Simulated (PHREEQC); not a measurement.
Solution (25 °C): 0.0035 mol Pb(NO3)2, 0.0062 mol HF and 0.024 mol Na2SO4 per kg of water. Closed to the air; pH follows from the charge balance.

Equilibrium calculation in PHREEQC: ion-association model, wateq4f.dat.

This is a speciation only: nothing precipitates in the calculation.

Problem. Order these S species by the share of S that they hold, largest first: NaSO4-, PbSO4, SO4-2, HSO4-, Pb(SO4)2-2.

Solution. SO4-2 (77 %), PbSO4 (8.6 %), NaSO4- (7.4 %), HSO4- (4.8 %), Pb(SO4)2-2 (1.7 %)

The pH is 2.92 and the ionic strength 0.0700 mol/kgw. The solution is supersaturated, for example in Anglesite, so a real one may precipitate; this is no full list. Species that the database lacks are ignored.
